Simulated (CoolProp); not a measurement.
Vapour-liquid equilibrium of n-octane (1) + o-xylene (2) at 483.1 K; x and y are mole fractions of (1).

Model: multi-fluid Helmholtz-energy mixture model, Beckmüller 2019 and Zhou 2012; pair parameters Bell 2016, in CoolProp.

Question: Give the bubble pressure and the first vapour's composition at x = 0.05, 0.5, 0.95. Is there an azeotrope?

Answer: x = 0.05: 0.4525 MPa, y = 0.073; x = 0.5: 0.5577 MPa, y = 0.582; x = 0.95: 0.6518 MPa, y = 0.961. No azeotrope shows between x = 0.05 and 0.95.

The pair parameters rest on a limited set of measurements; away from them the model extrapolates.
